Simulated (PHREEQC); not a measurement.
Solution (25 °C): 0.0011 mol HF and 0.00037 mol NH4F per kg of water. Closed to the air; pH follows from the charge balance.

Computed with PHREEQC (ion-association model, phreeqc.dat).

No solid was allowed to form.

Q: Order these F species by the share of F that they hold, largest first: F-, HF, HF2-.

A: F- (59 %), HF (41 %), HF2- (0.27 %)

The pH is 3.32 and the ionic strength 0.000866 mol/kgw.
